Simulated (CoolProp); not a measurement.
Vapour-liquid equilibrium of R22 (1) + n-pentane (2) at -14.65 °C; x and y are mole fractions of (1).

The numbers come from the multi-fluid Helmholtz-energy mixture model, Kamei 1995 and Thol 2019; pair parameters Bell 2016 in CoolProp.

```
x     bubble pressure (bar)  y at the bubble point  dew pressure at overall composition x (bar)  liquid density (mol/L)
----  ---------------------  ---------------------  -------------------------------------------  ----------------------
0.05                 0.4369                  0.734                                       0.1263                   9.334
0.2                   1.219                  0.914                                       0.1497                   9.963
0.35                  1.742                  0.946                                       0.1837                   10.67
0.5                   2.076                  0.959                                       0.2376                   11.47
0.65                  2.319                  0.968                                       0.3360                   12.40
0.8                   2.560                  0.978                                       0.5727                   13.50
0.95                  2.870                  0.993                                        1.834                   14.86
```

No azeotrope shows between x = 0.05 and 0.95.

The pair parameters rest on a limited set of measurements; away from them the model extrapolates. With so large a gap from Raoult's law the liquid may split in two, which this calculation doesn't test in full.
